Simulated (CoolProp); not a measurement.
Saturation properties of CH3F (R41).

Model: reference Helmholtz-energy equation of state, Lemmon 2006, in CoolProp. It is a short technical equation, of lower accuracy than the large ones.

```csv
T (°C),p (kPa),vapour density (kg/m³),enthalpy of vaporisation (kJ/kg)
-85.35,67.82,1.529,497.2
-74.75,…,2.668,482.6
-64.15,…,…,467.0
-53.45,336.9,…,450.1
-42.85,515.8,10.38,431.7
-32.15,761.7,15.20,411.3
-21.55,1084,21.67,388.8
-10.95,1498,…,363.3
```

Question: Fill in the missing entries.

Answer: 
- -74.75, p (kPa): 123.1
- -64.15, p (kPa): 209.0
- -64.15, vapour density (kg/m³): 4.385
- -53.45, vapour density (kg/m³): 6.894
- -10.95, vapour density (kg/m³): 30.37

It boils at -78.4 °C under 1 atm.
